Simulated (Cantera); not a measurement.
An isothermal plug-flow reactor at 698 K and 360000 Pa (inlet), inlet velocity 0.84 m/s, active area per volume 6800 1/m; feed 1.86 % H2, 8.22 % O2, 86.6 % N2, 3.29 % H2O.

Detailed kinetics in Cantera: Deutschmann's 1995 Pt surface mechanism with GRI-Mech 3.0 gas chemistry. Catalytic surfaces can have several steady states; this one follows from the mechanism file's or the stated starting coverage. Mass transfer to the wall is taken as infinitely fast.

x: gas mole fraction; θ: surface coverage.

| z (m) | x H2 | x O2 | x H2O | θ free Pt | θ O* | θ OH* |
|---|---|---|---|---|---|---|
| 5.5e-05 | ___ | 0.0748 | 0.0494 | 0.0619 | 0.918 | 0.0201 |
| 9.1e-05 | ___ | 0.0744 | 0.0503 | 0.0395 | 0.944 | 0.0164 |
| 0.00015 | ___ | 0.0741 | 0.0510 | 0.0250 | 0.962 | 0.0132 |
| 0.00025 | ___ | 0.0739 | 0.0514 | 0.0158 | 0.974 | 0.0106 |
| 0.00042 | ___ | 0.0738 | 0.0517 | 0.0102 | 0.981 | 0.00857 |
| 0.00071 | ___ | 0.0737 | 0.0518 | 0.00717 | 0.986 | 0.00719 |
| 0.0012 | ___ | 0.0736 | 0.0519 | 0.00558 | 0.988 | 0.00636 |
| 0.002 | ___ | 0.0736 | 0.0520 | 0.00484 | 0.989 | 0.00593 |
| 0.0033 | ___ | 0.0736 | 0.0520 | 0.00456 | 0.990 | 0.00576 |
| 0.0055 | ___ | 0.0736 | 0.0520 | 0.00450 | 0.990 | 0.00572 |

Task: What belongs in the gaps?

Result: 
- 5.5e-05, x H2: 0.00258
- 9.1e-05, x H2: 0.00163
- 0.00015, x H2: 0.00101
- 0.00025, x H2: 0.000607
- 0.00042, x H2: 0.000349
- 0.00071, x H2: 0.000185
- 0.0012, x H2: 8.37e-5
- 0.002, x H2: 2.88e-5
- 0.0033, x H2: 5.93e-6
- 0.0055, x H2: 4.46e-7
